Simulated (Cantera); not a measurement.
## Equilibrium for silicon carbide growth: (CH₃)₂SiCl₂ + C₂H₂ + H₂

Charge: 1 mol (CH₃)₂SiCl₂, 0.0068 mol C₂H₂, 290 mol H₂, at 58.5 Torr.

Cantera equilibrium calculation (NASA polynomials, part measured and part estimated; ideal gas, pure solids and liquids). Candidate condensed phases: C, C₆H₆, C₇H₈, C₈H₁₈, Si, SiC; 109 gas species. The feed counts by its element totals alone. Gases not in the tables: Si₂H₆ and higher silanes. Equilibrium is a limit: real reactors are often held back by kinetics, nucleation or transport.

From 900 °C to 1800 °C the condensed part is C(graphite) + SiC(s). At 1900 °C the condensed part is SiC(s). The main Si-bearing gas is SiCl₂ at 900 °C and Si at 1900 °C.

```csv
T (°C),x H₂,x H,x HCl,x C₂H₂ (acetylene),x CH₄,x Si,x Cl,n C(graphite),n SiC(s)
900,0.992,4.20e-7,0.00681,6.07e-8,0.00149,<1e-12,2.53e-9,0.575,1.000
1000,0.992,2.54e-6,0.00681,3.69e-7,0.000722,<1e-12,1.48e-8,0.801,1.000
1100,0.993,1.19e-5,0.00680,1.72e-6,0.000387,2.11e-11,6.75e-8,0.899,1.000
1200,0.993,4.51e-5,0.00680,6.46e-6,0.000226,4.59e-10,2.51e-7,0.944,1.000
1300,0.993,0.000145,0.00680,2.05e-5,0.000141,6.74e-9,7.90e-7,0.960,1.000
1400,0.993,0.000406,0.00680,5.66e-5,9.33e-5,7.16e-8,2.17e-6,0.953,0.999
1500,0.992,0.00101,0.00679,0.000139,6.47e-5,5.80e-7,5.34e-6,0.914,0.999
1600,0.991,0.00230,0.00677,0.000309,4.67e-5,3.75e-6,1.19e-5,0.820,0.997
1700,0.988,0.00480,0.00675,0.000633,3.47e-5,2.00e-5,2.45e-5,0.639,0.989
1800,0.983,0.00933,0.00671,0.00120,2.65e-5,9.09e-5,4.70e-5,0.329,0.959
1900,0.974,0.0170,0.00663,0.00192,1.95e-5,0.000379,8.47e-5,0,0.839
```
x: gas mole fraction; n: condensed amount in mol.
